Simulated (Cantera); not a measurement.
Feed: 1 mol MgCO3, 0.45 mol SO3, 0.73 mol H2O, held at 1973 K and 2.70 bar.

Equilibrium computed with Cantera from the NASA thermochemical tables; the gas is ideal and each condensed phase is pure. Candidate condensed phases: C, C6H6, C7H8, C8H18, H2O, H2SO4, Mg, MgCO3, MgO, Mg(OH)2, MgS, MgSO4, S; 130 gas species. Rates play no part.

Base state: CO2 0.415, H2O 0.302, SO2 0.186, O2 0.0932, OH 0.00198, CO 0.000870, SO3 0.000567, H2 0.000141 (mole fractions); condensed: MgO(s).

Problem. What changes in the equilibrium state with this change: temperature from 1973 K to 1375 K?

Solution. 
| species | before | after |
|---|---|---|
| CO2 | 0.415 | 0.417 |
| H2O | 0.302 | 0.305 |
| SO2 | 0.186 | 0.181 |
| SO3 | 0.000567 | 0.00672 |
| O2 | 0.0932 | 0.0905 |
| SO | 4.31e-5 | 1.42e-8 |
| CO | 0.000870 | 5.34e-7 |
| O | 0.000101 | 1.17e-7 |
| MgO(s), mol | 1.000 | 1.00 |
